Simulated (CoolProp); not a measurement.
A closed Brayton cycle with nitrogen: compressor inlet 333.15 K and 6.3 MPa, high pressure 14.5 MPa, turbine inlet 925 K, compressor efficiency 0.89, turbine efficiency 0.85, recuperator effectiveness 0 (on enthalpy, no pinch check). Each further row changes one setting.

Computed with CoolProp (reference Helmholtz-energy equation of state, Span 2000).

| case | thermal efficiency (%) | net work (kJ/kg) | compressor to turbine work | compressor exit (K) | turbine exit (K) |
|---|---|---|---|---|---|
| as stated | 13.2 | 73.1 | 0.60 | 435.3 | 770.9 |
| turbine inlet 875 K | 12.8 | 63.3 | 0.63 | 435.3 | 727.8 |
| compressor inlet 343.15 K | 12.9 | 69.7 | 0.62 | 448.2 | 770.9 |
| high pressure 12.3 MPa | 11.1 | 63.8 | 0.57 | 413.2 | 799.0 |
| recuperator effectiveness 0.5 | 19.8 | 73.1 | 0.60 | 435.3 | 770.9 |
